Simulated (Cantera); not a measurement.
An isothermal, constant-pressure homogeneous reactor starts with 27.0 % H2, 73.0 % O2, at 925 K and 6.08 Torr.

Computed with Cantera and GRI-Mech 3.0 (53 species, 325 reactions). Radical loss at walls, strong at low pressure, is not modelled. Below about 950 K walls govern HO2 and H2O2 in real vessels. The temperature is held fixed by assumption; the heat of reaction is taken as removed at once.

x: mole fraction; the columns are a selection and need not sum to one.

```tsv
t (s)	x H2	x O2	x H2O	x H	x H2O2
0.000100	0.270	0.730	<1e-12	1.22e-11	<1e-12
0.000236	0.270	0.730	6.20e-12	3.06e-11	<1e-12
0.000557	0.270	0.730	5.48e-11	9.79e-11	<1e-12
0.00132	0.270	0.730	7.18e-10	6.60e-10	<1e-12
0.00311	0.270	0.730	4.77e-8	3.56e-8	<1e-12
0.00734	0.269	0.730	0.000531	0.000390	___
0.0173	0.0141	0.654	0.245	0.0612	___
0.0409	0.00214	0.685	0.307	0.00218	___
0.0965	0.000286	0.687	0.312	5.21e-5	___
0.228	4.91e-5	0.688	0.312	3.12e-6	___
0.538	8.41e-6	0.688	0.312	2.86e-7	___
1.27	1.39e-6	0.688	0.312	3.41e-8	___
3.00	2.58e-7	0.688	0.312	5.25e-9	___
```

What belongs in the gaps?


- 0.00734, x H2O2: 1.98e-9
- 0.0173, x H2O2: 2.57e-7
- 0.0409, x H2O2: 4.17e-7
- 0.0965, x H2O2: 3.05e-7
- 0.228, x H2O2: 1.68e-7
- 0.538, x H2O2: 8.22e-8
- 1.27, x H2O2: 3.94e-8
- 3.00, x H2O2: 1.92e-8
